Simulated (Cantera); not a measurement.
**Transport properties of process gases**

Gas mixture: 100 % O₂, at 2.10 bar, frozen composition.

Cantera's kinetic-theory transport with the Lennard-Jones parameters of GRI-Mech 3.0, ideal gas; thermal conductivity in the multicomponent form.

| T (K) | ρ (kg/m³) | cp (J/kg/K) | μ (µPa s) | λ (mW/m/K) | Pr | D (cm²/s) O | D (cm²/s) NH₃ | D (cm²/s) C₂H₂ |
|---|---|---|---|---|---|---|---|---|
| 400 | 2.02 | 941.4 | 25.6 | 33.9 | 0.712 | 0.262 | 0.186 | 0.135 |
| 550 | 1.47 | 987.2 | 32.1 | 44.6 | 0.711 | 0.451 | 0.335 | 0.237 |
| 700 | 1.15 | 1031 | 37.8 | 54.9 | 0.710 | 0.678 | 0.516 | 0.359 |
| 850 | 0.951 | 1065 | 43.0 | 64.6 | 0.709 | 0.938 | 0.727 | 0.500 |
| 1000 | 0.808 | 1090 | 47.9 | 73.7 | 0.709 | 1.23 | 0.963 | 0.658 |
| 1150 | 0.703 | 1109 | 52.5 | 82.1 | 0.709 | 1.55 | 1.22 | 0.832 |
| 1300 | 0.622 | 1125 | 56.9 | 90.3 | 0.708 | 1.90 | 1.51 | 1.02 |
D: mixture-averaged diffusion coefficient of that species in the mixture.
